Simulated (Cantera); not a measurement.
**Thermodynamics of silicon nitride deposition, feed SiH2Cl2 + N2 + H2**

Charge: 1 mol SiH2Cl2, 0.7 mol N2, 1.1 mol H2, held at 1102 °C and 50.0 Pa.

Equilibrium computed with Cantera from the NASA thermochemical tables; the gas is ideal and each condensed phase is pure. Candidate condensed phases: NH4Cl, Si, Si3N4; 28 gas species. N2 is the only nitrogen source here; it is nearly inert below about 1500 K, so the nitride shown seldom forms there in practice. The tables' values for SiCl3 are old estimates; treat these amounts as uncertain. The numbers say what is thermodynamically allowed, not how fast it happens.

```yaml
x(H2): 0.455
x(HCl): 0.328
x(SiCl2): 0.115
x(N2): 0.0929
x(SiCl3): 0.00749
x(SiCl4): 0.00225
x(SiHCl3): 0.000199
x(H): 0.000103
x(Cl): 6.16e-5
n(Si3N4(s)): 0.192 mol
gas_amount: 3.395 mol
log10 activity of Si(s) (absent): -0.77
```
